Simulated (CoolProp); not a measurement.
Dimethyl carbonate along the isobar 23.2 MPa: density (kg/m³) from the reference equation and from simpler models built on Tc = 557.0 K, pc = 4.909 MPa, ω = 0.346; each cubic takes its own stable root.

The numbers come from the reference Helmholtz-energy equation of state, Zhou 2011 in CoolProp.

```
T (K)          phase  reference
-----  -------------  ---------
383.5         liquid      979.8
400.7         liquid      958.3
417.8         liquid      936.6
434.9         liquid      914.6
452           liquid      892.2
469.1         liquid      869.3
486.2         liquid      845.8
503.3         liquid      821.7
520.4         liquid      796.8
537.5         liquid      771.0
554.6         liquid      744.1
571.7  supercritical      715.9
588.8  supercritical      686.3
```

Problem. How far does each simpler model (van der Waals, Soave-Redlich-Kwong, Peng-Robinson) lie from the reference over these 13 states: mean and median of the absolute difference, and the worst?

Solution. 
- van der Waals: mean 33.1 %, median 33.7 %, worst -37.7 % at 383.5 K and 23.2 MPa
- Soave-Redlich-Kwong: mean 9.4 %, median 9.3 %, worst -10.0 % at 588.8 K and 23.2 MPa
- Peng-Robinson: mean 1.5 %, median 1.8 %, worst +2.3 % at 452 K and 23.2 MPa
